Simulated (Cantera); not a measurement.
# Equilibrium for iron carbonyl, mercury and lead vapours: Hg + H2

Charge: 1 mol Hg, 0.21 mol H2, equilibrated at 277 °C and 2100 Pa.

Method: chemical equilibrium by Gibbs-energy minimisation in Cantera with the NASA 1993 tables (ideal gas, pure condensed phases). Candidate condensed phases: Hg; 3 gas species. Kinetics and transport are ignored.

```yaml
x(Hg): 0.826
x(H2): 0.174
gas_amount: 1.210 mol
log10 activity of Hg(l) (absent): -1.04
```
